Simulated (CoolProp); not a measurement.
The fluoroketone C6F12O (FK-5-1-12) at 293.15 K and 10.7 MPa is throttled through a valve to 4.67 MPa with no heat exchange. Each further row changes one setting.

Computed with CoolProp (reference Helmholtz-energy equation of state, McLinden 2015).

```json
[
 {"case": "as stated", "temperature change (K)": "+1.8", "final density (kg/m³)": "1630"},
 {"case": "outlet pressure 1.4 MPa", "temperature change (K)": "+2.7", "final density (kg/m³)": "1620"},
 {"case": "outlet pressure 6.07 MPa", "temperature change (K)": "+1.4", "final density (kg/m³)": "1640"}
]
```
